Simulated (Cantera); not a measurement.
What does this Cantera script print?

```python
import numpy as np
import cantera as ct

gas_names = """
    H HO2 H2 H2O H2O2 O OH O2 O3 Pb PbO Pb2
""".split()
cond_names = """
    H2O(s) H2O(L) Pb(cr) Pb(L) PbO(rd) PbO(yw) PbO(L) PbO2(s) Pb3O4(s)
""".split()


# ... load() reads the species with a 1 bar reference pressure and builds the phases ...
atoms = {
    'PbO': {'Pb': 1, 'O': 1},
    'H2': {'H': 2},
    'H2O': {'H': 2, 'O': 1},
}
top_T = {'Pb3O4(s)': 820}  # K; cautious upper limits of use, not melting points


# ... equilibrate(T, P, feed) seeds the gas with the atoms and calls Mixture.equilibrate('TP', solver="vcs", rtol=1e-11, max_steps=5000) ...
results = []
feed = {'PbO': 1, 'H2': 180, 'H2O': 0.22}  # mol
P = 16  # Pa
for T in [825, 925, 1025, 1125, 1225, 1325, 1425, 1525, 1625, 1725, 1825, 1925, 2025]:
    mix = equilibrate(T, P, feed)
    results.append((T, P, feed, dict(zip(mix.species_names, mix.species_moles))))
    x = sorted(zip(gas.X, gas.species_names), reverse=True)
    print(f"T = {T:g} K  P = {P:g} Pa  gas = {mix.phase_moles(0):.4g} mol")
    print("   x: " + "  ".join(f"{s} {v:.3e}" for v, s in x if v > 1e-06))
    print("   condensed (mol): " + ("  ".join(f"{mix.phase(i).name} {mix.phase_moles(i):.4g}"
          for i in range(1, mix.n_phases) if mix.phase_moles(i) > 1e-12) or "none"))
```

It prints:

```
T = 825 K  P = 16 Pa  gas = 180.4 mol
   x: H2 9.923e-01  H2O 6.763e-03  Pb 8.965e-04
   condensed (mol): Pb(L) 0.8383
T = 925 K  P = 16 Pa  gas = 181.2 mol
   x: H2 9.877e-01  H2O 6.732e-03  Pb 5.518e-03
   condensed (mol): none
T = 1025 K  P = 16 Pa  gas = 181.2 mol
   x: H2 9.877e-01  H2O 6.732e-03  Pb 5.518e-03
   condensed (mol): none
T = 1125 K  P = 16 Pa  gas = 181.2 mol
   x: H2 9.877e-01  H2O 6.732e-03  Pb 5.518e-03  H 3.491e-06
   condensed (mol): none
T = 1225 K  P = 16 Pa  gas = 181.2 mol
   x: H2 9.877e-01  H2O 6.732e-03  Pb 5.518e-03  H 2.449e-05
   condensed (mol): none
T = 1325 K  P = 16 Pa  gas = 181.2 mol
   x: H2 9.876e-01  H2O 6.732e-03  Pb 5.518e-03  H 1.285e-04
   condensed (mol): none
T = 1425 K  P = 16 Pa  gas = 181.3 mol
   x: H2 9.872e-01  H2O 6.730e-03  Pb 5.517e-03  H 5.358e-04
   condensed (mol): none
T = 1525 K  P = 16 Pa  gas = 181.4 mol
   x: H2 9.859e-01  H2O 6.725e-03  Pb 5.513e-03  H 1.857e-03
   condensed (mol): none
T = 1625 K  P = 16 Pa  gas = 181.7 mol
   x: H2 9.823e-01  H2O 6.712e-03  H 5.528e-03  Pb 5.503e-03  OH 1.591e-06
   condensed (mol): none
T = 1725 K  P = 16 Pa  gas = 182.5 mol
   x: H2 9.734e-01  H 1.449e-02  H2O 6.678e-03  Pb 5.478e-03  OH 5.475e-06
   condensed (mol): none
T = 1825 K  P = 16 Pa  gas = 184.4 mol
   x: H2 9.540e-01  H 3.401e-02  H2O 6.601e-03  Pb 5.424e-03  OH 1.645e-05
   condensed (mol): none
T = 1925 K  P = 16 Pa  gas = 188 mol
   x: H2 9.159e-01  H 7.233e-02  H2O 6.442e-03  Pb 5.318e-03  OH 4.397e-05  O 2.590e-06
   condensed (mol): none
T = 2025 K  P = 16 Pa  gas = 194.9 mol
   x: H2 8.485e-01  H 1.402e-01  H2O 6.141e-03  Pb 5.131e-03  OH 1.060e-04  O 1.272e-05
   condensed (mol): none
```

Equilibrium computed with Cantera from the NASA thermochemical tables; the gas is ideal and each condensed phase is pure.
